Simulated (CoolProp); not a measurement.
Propylene glycol along the isotherm 620 K: Z from the reference equation and from simpler models built on Tc = 674.0 K, pc = 7292 kPa, ω = 0.327; each cubic takes its own stable root.

Computed with CoolProp (reference Helmholtz-energy equation of state, Eisenbach 2021).

| p (kPa) | phase | reference | van der Waals | Redlich-Kwong | Soave-Redlich-Kwong |
|---|---|---|---|---|---|
| 405 | gas | 0.9743 | 0.9795 | 0.9756 | 0.9744 |
| 810 | gas | 0.9474 | 0.9582 | 0.9502 | 0.9478 |
| 1220 | gas | 0.9185 | 0.9358 | 0.9235 | 0.9197 |
| 1620 | gas | 0.8885 | 0.9129 | 0.8963 | 0.8909 |
| 2030 | gas | 0.8554 | 0.8882 | 0.8670 | 0.8598 |
| 2430 | gas | 0.8204 | 0.8628 | 0.8368 | 0.8274 |
| 2840 | gas | 0.7806 | 0.8351 | 0.8037 | 0.7917 |
| 3650 | liquid | 0.08040 | 0.7739 | 0.7297 | 0.7099 |

At some of these states van der Waals, Redlich-Kwong, Soave-Redlich-Kwong gives the other phase, because its saturation line lies elsewhere.
